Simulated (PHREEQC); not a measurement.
Consider water at 20 °C with 0.074 mol/kgw Al2(SO4)3, 0.00044 mol/kgw NaHCO3 and 0.15 mol/kgw Na2SO4. Closed to the air; pH follows from the charge balance.

Computed with PHREEQC (ion-association model, wateq4f.dat).

This is a speciation only: nothing precipitates in the calculation.

### Question
Predict the pH, ionic strength, activity of water.

### Answer
pH 4.45; ionic strength 0.518 mol/kgw; activity of water 0.990.

### Question
In which forms is S present?

### Answer
SO4-2 35 %, Al(SO4)2- 34 %, AlSO4+ 21 %, NaSO4- 9.6 % of the S.

Examples of supersaturated solids here: Basaluminite, Boehmite (slow to form). Others may be too.
